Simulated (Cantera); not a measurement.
## Premixed flame

A freely propagating, adiabatic, planar premixed flame of CO : H₂ : CH₄ : O₂ : N₂ = 1 : 0.13 : 0.052 : 0.515 : 1.44 (molar parts), unburnt at 675 K and 1000000 Pa; mixture-averaged transport, grid criteria slope 0.08 and curve 0.16, no radiation.

Cantera simulation using GRI-Mech 3.0 (53 species, 325 reactions); the numbers are that mechanism's predictions, not measurements. Burning velocities carry a grid error of a few per cent, more on coarse grids.

```csv
z (mm),T (K),u (m/s),x CO,x H₂,x CH₄,x H₂O₂,x CH₃,x O₂
-0.105,675,2.52,0.319,0.0413,0.0166,<1e-8,<1e-8,0.164
-0.0702,675,2.52,0.319,0.0409,0.0166,3.65e-8,<1e-8,0.164
-0.0526,676,2.52,0.319,0.0400,0.0166,3.79e-7,1.45e-8,0.164
-0.0351,680,2.53,0.320,0.0378,0.0166,3.43e-6,1.14e-7,0.165
-0.0175,770,2.85,0.319,0.0306,0.0157,6.81e-5,7.71e-6,0.162
-0.00877,1102,4.05,0.308,0.0231,0.0115,0.000131,0.000124,0.145
0,1605,5.81,0.279,0.0144,0.00322,7.83e-6,0.000273,0.105
0.00877,1928,6.85,0.237,0.00858,0.000183,1.78e-6,3.90e-5,0.0681
0.0175,2110,7.36,0.204,0.00746,4.15e-6,1.13e-6,1.42e-6,0.0484
0.0351,2311,7.91,0.174,0.00777,<1e-8,6.93e-7,<1e-8,0.0334
0.0702,2498,8.43,0.157,0.00728,<1e-8,4.60e-7,<1e-8,0.0244
0.140,2648,8.83,0.144,0.00638,<1e-8,3.51e-7,<1e-8,0.0176
0.281,2747,9.09,0.134,0.00574,<1e-8,3.07e-7,<1e-8,0.0125
```
x: mole fraction of selected species; z is measured from the peak of heat release.

laminar burning velocity: 252 cm/s
thermal thickness: 0.0351 mm
peak x(H₂O₂): 0.000138
peak x(CH₃): 0.000293
grid points: 150
